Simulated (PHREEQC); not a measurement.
Brine

Dissolve 0.22 mol NaOH, 0.00039 mol CaCl2 and 0.00057 mol BaCl2 per kg of water at 58 °C. Closed to the air; pH follows from the charge balance.

Equilibrium calculation in PHREEQC: ion-association model, phreeqc.dat.

```
Item                          Value
--------------------  -------------
pH                            12.24
ionic strength        0.223 mol/kgw
activity of water             0.992
specific conductance    78000 µS/cm
density                 0.994 g/cm³
total alkalinity         220 meq/kg
```

```tsv
species	molality	activity	log γ
Na+	0.220	0.160	-0.138
OH-	0.220	0.150	-0.165
Cl-	0.00192	0.00133	-0.159
Ba+2	0.000558	0.000142	-0.595
Ca+2	0.000350	0.000102	-0.537
CaOH+	4.02e-5	2.93e-5	-0.138
BaOH+	1.16e-5	8.34e-6	-0.143
```

This is a speciation only: nothing precipitates in the calculation. Complexes and solids missing from the database can't appear. Constants without temperature data keep their 25 °C values here.
